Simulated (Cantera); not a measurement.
An isothermal, constant-pressure homogeneous reactor starts with CH4 : CO2 : H2 = 1 : 1.5 : 0.12 (molar parts), at 1400 K and 1200 Torr.

Computed with Cantera and GRI-Mech 3.0 (53 species, 325 reactions).

x: mole fraction; the columns are a selection and need not sum to one.

```tsv
t (s)	x CH4	x CO2	x H2	x C2H	x CH2CO	x H
5.00e-6	0.382	0.573	0.0458	<1e-12	<1e-12	5.60e-9
2.73e-5	0.382	0.573	0.0458	<1e-12	<1e-12	1.43e-8
0.000150	0.382	0.573	0.0458	<1e-12	<1e-12	5.87e-8
0.000818	0.382	0.573	0.0458	<1e-12	1.37e-12	1.41e-7
0.00447	0.381	0.572	0.0459	<1e-12	8.77e-11	1.76e-7
0.0245	0.380	0.572	0.0465	<1e-12	?	2.56e-7
0.134	0.369	0.565	0.0524	1.17e-11	?	3.13e-7
0.731	0.318	0.519	0.0804	1.16e-10	?	4.67e-7
4.00	0.165	0.324	0.109	4.85e-10	?	7.84e-7
```

**Question.** Fill in the missing entries.

**Answer.** 
- 0.0245, x CH2CO: 4.19e-9
- 0.134, x CH2CO: 9.98e-8
- 0.731, x CH2CO: 1.58e-6
- 4.00, x CH2CO: 1.76e-5
